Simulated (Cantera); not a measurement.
Input: 1 mol C2H4, a varied amount of CO2, equilibrated at 1477 °C and 22.0 bar.

Equilibrium computed with Cantera from the NASA thermochemical tables; the gas is ideal and each condensed phase is pure. Candidate condensed phases: C, C6H6, C7H8, C8H18, H2O; 110 gas species. The numbers say what is thermodynamically allowed, not how fast it happens.

Problem. What share of the C ends up in condensed phases as a function of n(CO2) (mol), at 0.7, 0.98, 1.4, 2, 2.8, 3.9, 5.5?

Solution. 
```json
[
 {"n(CO2) (mol)": "0.7", "C condensed (%)": "47.6", "as": "C(graphite)"},
 {"n(CO2) (mol)": "0.98", "C condensed (%)": "33.9", "as": "C(graphite)"},
 {"n(CO2) (mol)": "1.4", "C condensed (%)": "17.5", "as": "C(graphite)"},
 {"n(CO2) (mol)": "2", "C condensed (%)": "0.1", "as": "C(graphite)"},
 {"n(CO2) (mol)": "2.8", "C condensed (%)": "0.0", "as": "-"},
 {"n(CO2) (mol)": "3.9", "C condensed (%)": "0.0", "as": "-"},
 {"n(CO2) (mol)": "5.5", "C condensed (%)": "0.0", "as": "-"}
]
```
